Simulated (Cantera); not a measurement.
Standard-state values (1 bar) from the NASA 1993 polynomials, evaluated with Cantera. Values are per mole of reaction as written; species without (g) are pure solids or liquids, kept so even where they would boil at 1 bar.

Between 300 and 2600 K, where is each reaction favourable under standard conditions?
- CrO3(g) + 3 N2O(g) = 6 NO(g) + Cr


- CrO3(g) + 3 N2O(g) = 6 NO(g) + Cr: ΔG° is 487 kJ at 300 K and -358 kJ at 2600 K; it changes sign between 300 and 2000 K. ΔH° is 612 kJ and ΔS° 373 J/K at 2600 K.
